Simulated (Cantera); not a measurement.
Equilibrium for silicon epitaxy and polysilicon growth: Si3H8 + Cl2 + N2

Input: 1 mol Si3H8, 0.83 mol Cl2, a varied amount of N2, equilibrated at 1175 °C and 13.3 mbar.

Method: chemical equilibrium by Gibbs-energy minimisation in Cantera with the NASA 1993 tables (ideal gas, pure condensed phases). Candidate condensed phases: NH4Cl, Si, Si3N4; 28 gas species. The feed counts by its element totals alone. N2 is the only nitrogen source here; it is nearly inert below about 1500 K, so the nitride shown seldom forms there in practice. The tables' values for SiCl3 are old estimates; treat these amounts as uncertain. Equilibrium is a limit: real reactors are often held back by kinetics, nucleation or transport.

```
n(N2) (mol)   x N2    x H2    x HCl   x SiCl2  n Si3N4(s)
-----------  -----  ------  -------  --------  ----------
25           0.827   0.115   0.0570   0.00114       0.989
30           0.853  0.0976   0.0484  0.000946       0.989
36           0.876  0.0825   0.0410  0.000788       0.989
43           0.895  0.0699   0.0347  0.000659       0.989
51           0.910  0.0595   0.0296  0.000556       0.989
61           0.924  0.0501   0.0250  0.000465       0.990
74           0.937  0.0417   0.0208  0.000383       0.990
88           0.947  0.0352   0.0176  0.000322       0.990
110          0.957  0.0284   0.0142  0.000258       0.990
130          0.964  0.0241   0.0120  0.000218       0.990
150          0.968  0.0209   0.0105  0.000189       0.990
180          0.974  0.0175  0.00874  0.000158       0.990
220          0.978  0.0144  0.00718  0.000129       0.990
```
x: gas mole fraction; n: condensed amount in mol.

From 25 mol N2 to 220 mol N2 the condensed part is Si3N4(s). The main Si-bearing gas is SiCl2 throughout.
